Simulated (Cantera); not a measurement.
## Equilibrium for silicon oxide and oxynitride deposition: Si2H6 + N2O + N2

Feed: 1 mol Si2H6, 11 mol N2O, 1.5 mol N2, at 1002 °C and 0.110 bar.

Method: chemical equilibrium by Gibbs-energy minimisation in Cantera with the NASA 1993 tables (ideal gas, pure condensed phases). Candidate condensed phases: H2O, Si, SiO2, Si2N2O, Si3N4; 35 gas species. The feed counts by its element totals alone. The tables hold silica as quartz up to 1696 K and as liquid above; real silica turns to tridymite and cristobalite and melts near 1996 K. Gases not in the tables: Si(OH)4. Rates play no part.

- x(N2) = 0.714
- x(H2O) = 0.171
- x(O2) = 0.114
- x(NO) = 0.000235
- x(OH) = 1.53e-5
- n(SiO2(β-quartz)) = 2.00 mol
- gas amount = 17.50 mol
- log10 activity of Si(s) (absent) = -26.05
